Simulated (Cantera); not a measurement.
A closed system holds: 1 mol SiHCl3, 2.6 mol CH4, 26 mol H2, held at 1.00 bar.

These are equilibrium values from Cantera (NASA tables, ideal gas, pure condensed phases), not measurements of a reactor. Candidate condensed phases: C, C6H6, C7H8, C8H18, Si, SiC; 109 gas species. The tables' values for SiCl3 are old estimates; treat these amounts as uncertain. Equilibrium is a limit: real reactors are often held back by kinetics, nucleation or transport. All values below are at 1200 K.

Base state: H2 0.902, HCl 0.0832, CH4 0.0128, SiCl4 0.00167, SiHCl3 0.000492, SiCl3 7.63e-5, SiCl2 3.06e-5, SiH2Cl2 1.90e-5 (mole fractions); condensed: C(graphite) + SiC(s).

Question: What changes in the equilibrium state with this change: pressure from 1.00 bar to 0.0900 bar?

Answer: 
| species | before | after |
|---|---|---|
| H2 | 0.902 | 0.909 |
| HCl | 0.0832 | 0.0894 |
| CH4 | 0.0128 | 0.00118 |
| SiCl4 | 0.00167 | 0.000196 |
| SiH2Cl2 | 1.90e-5 | 1.97e-6 |
| SiHCl3 | 0.000492 | 5.43e-5 |
| SiCl3 | 7.63e-5 | 2.80e-5 |
| SiCl2 | 3.06e-5 | 3.50e-5 |
| C(graphite), mol | 1.25 | 1.57 |
| SiC(s), mol | 0.925 | 0.990 |
